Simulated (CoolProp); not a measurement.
A single-stage vapour-compression cycle with trans-2-butene: evaporating at 284.15 K (dew point), condensing at 320.15 K (bubble point), superheat 8 K, subcooling 2 K, compressor efficiency 0.9, no pressure losses. Each further row changes one setting.

The numbers come from the reference Helmholtz-energy equation of state, Lemmon 2005 in CoolProp. It is a short technical equation, of lower accuracy than the large ones.

```tsv
case	cooling COP	pressure ratio	discharge temperature (K)	refrigerating effect (kJ/kg)	volumetric capacity (kJ/m³)
as stated	6.27	3.03	330.6	329	1170
evaporating temperature 289.15 K	7.55	2.55	329.9	335	1410
condensing temperature 315.15 K	7.44	2.64	325.6	341	1210
subcooling 7 K	6.50	3.03	330.6	341	1210
superheat 18 K	6.32	3.03	340.6	345	1180
compressor efficiency 0.8	5.57	3.03	334.1	329	1170
```
